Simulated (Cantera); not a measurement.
Charge: 1 mol TEOS, 0.45 mol O₂, 14 mol N₂, at 1.33 mbar.

Method: chemical equilibrium by Gibbs-energy minimisation in Cantera with the NASA 1993 tables (ideal gas, pure condensed phases). Candidate condensed phases: C, C₆H₆, C₇H₈, C₈H₁₈, H₂O, Si, SiC, SiO₂, Si₂N₂O, Si₃N₄; 151 gas species. The feed counts by its element totals alone. N₂ is the only nitrogen source here; it is nearly inert below about 1500 K, so the nitride shown seldom forms there in practice. Equilibrium is a limit: real reactors are often held back by kinetics, nucleation or transport.

Question: Which condensed phases are stable at each of these points (T (K)): 1298, 1398, 1498, 1598, 1698, 1798, 1898, 1998, 2098?

Answer: 
```tsv
T (K)	condensed phases	Si condensed (%)
1298	C(graphite) + Si₂N₂O(s)	100.0
1398	C(graphite) + Si₂N₂O(s)	99.6
1498	C(graphite) + SiC(s)	99.0
1598	C(graphite) + SiC(s)	98.6
1698	C(graphite) + SiC(s)	98.0
1798	C(graphite) + SiC(s)	97.1
1898	C(graphite) + SiC(s)	95.4
1998	C(graphite) + SiC(s)	89.8
2098	C(graphite) + SiC(s)	68.0
```

From 1298 K to 1398 K the condensed part is C(graphite) + Si₂N₂O(s). From 1498 K to 2098 K the condensed part is C(graphite) + SiC(s).
